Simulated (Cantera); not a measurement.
Input: 1 mol CH3SiCl3, 0.49 mol C2H4, 38 mol H2, 0.44 mol CH4, equilibrated at 1.50 Torr.

Method: chemical equilibrium by Gibbs-energy minimisation in Cantera with the NASA 1993 tables (ideal gas, pure condensed phases). Candidate condensed phases: C, C6H6, C7H8, C8H18, Si, SiC; 109 gas species. The feed counts by its element totals alone. The tables' values for SiCl are old estimates; treat these amounts as uncertain. Gases not in the tables: Si2H6 and higher silanes. Equilibrium is a limit: real reactors are often held back by kinetics, nucleation or transport.

log p: log10 of the partial pressure in bar; n: condensed amount in mol.

```json
[
 {"T (K)": "1048", "log p H2": "-2.73", "log p H": "-9.48", "log p HCl": "-3.85", "log p Si": "<-14", "log p Cl": "-10.64", "log p C2H2 (acetylene)": "-11.14", "n C(graphite)": "1.42", "n SiC(s)": "0.998"},
 {"T (K)": "1148", "log p H2": "-2.73", "log p H": "-8.51", "log p HCl": "-3.85", "log p Si": "<-14", "log p Cl": "-9.69", "log p C2H2 (acetylene)": "-10.16", "n C(graphite)": "1.42", "n SiC(s)": "0.999"},
 {"T (K)": "1248", "log p H2": "-2.73", "log p H": "-7.70", "log p HCl": "-3.85", "log p Si": "-13.76", "log p Cl": "-8.89", "log p C2H2 (acetylene)": "-9.34", "n C(graphite)": "1.42", "n SiC(s)": "0.999"},
 {"T (K)": "1348", "log p H2": "-2.73", "log p H": "-7.00", "log p HCl": "-3.85", "log p Si": "-12.15", "log p Cl": "-8.20", "log p C2H2 (acetylene)": "-8.65", "n C(graphite)": "1.42", "n SiC(s)": "0.998"},
 {"T (K)": "1448", "log p H2": "-2.73", "log p H": "-6.40", "log p HCl": "-3.86", "log p Si": "-10.76", "log p Cl": "-7.61", "log p C2H2 (acetylene)": "-8.05", "n C(graphite)": "1.42", "n SiC(s)": "0.996"},
 {"T (K)": "1548", "log p H2": "-2.73", "log p H": "-5.88", "log p HCl": "-3.86", "log p Si": "-9.56", "log p Cl": "-7.10", "log p C2H2 (acetylene)": "-7.54", "n C(graphite)": "1.43", "n SiC(s)": "0.993"},
 {"T (K)": "1648", "log p H2": "-2.73", "log p H": "-5.42", "log p HCl": "-3.86", "log p Si": "-8.50", "log p Cl": "-6.65", "log p C2H2 (acetylene)": "-7.08", "n C(graphite)": "1.43", "n SiC(s)": "0.990"},
 {"T (K)": "1748", "log p H2": "-2.73", "log p H": "-5.01", "log p HCl": "-3.86", "log p Si": "-7.56", "log p Cl": "-6.25", "log p C2H2 (acetylene)": "-6.68", "n C(graphite)": "1.43", "n SiC(s)": "0.985"},
 {"T (K)": "1848", "log p H2": "-2.74", "log p H": "?", "log p HCl": "-3.87", "log p Si": "?", "log p Cl": "?", "log p C2H2 (acetylene)": "?", "n C(graphite)": "1.42", "n SiC(s)": "0.976"},
 {"T (K)": "1948", "log p H2": "-2.74", "log p H": "-4.32", "log p HCl": "-3.88", "log p Si": "-5.98", "log p Cl": "-5.58", "log p C2H2 (acetylene)": "-6.01", "n C(graphite)": "1.43", "n SiC(s)": "0.948"},
 {"T (K)": "2048", "log p H2": "-2.75", "log p H": "?", "log p HCl": "-3.89", "log p Si": "?", "log p Cl": "?", "log p C2H2 (acetylene)": "?", "n C(graphite)": "1.49", "n SiC(s)": "?"},
 {"T (K)": "2148", "log p H2": "-2.78", "log p H": "-3.77", "log p HCl": "-3.92", "log p Si": "-4.70", "log p Cl": "-5.05", "log p C2H2 (acetylene)": "-5.49", "n C(graphite)": "1.78", "n SiC(s)": "0.397"},
 {"T (K)": "2248", "log p H2": "-2.81", "log p H": "-3.54", "log p HCl": "-3.96", "log p Si": "-4.47", "log p Cl": "-4.83", "log p C2H2 (acetylene)": "-5.29", "n C(graphite)": "1.97", "n SiC(s)": "0"}
]
```

Problem. Complete the blanks.

Solution. 
- 1848, log p H: -4.64
- 1848, log p Si: -6.73
- 1848, log p Cl: -5.89
- 1848, log p C2H2 (acetylene): -6.32
- 2048, log p H: -4.03
- 2048, log p Si: -5.31
- 2048, log p Cl: -5.30
- 2048, log p C2H2 (acetylene): -5.73
- 2048, n SiC(s): 0.837
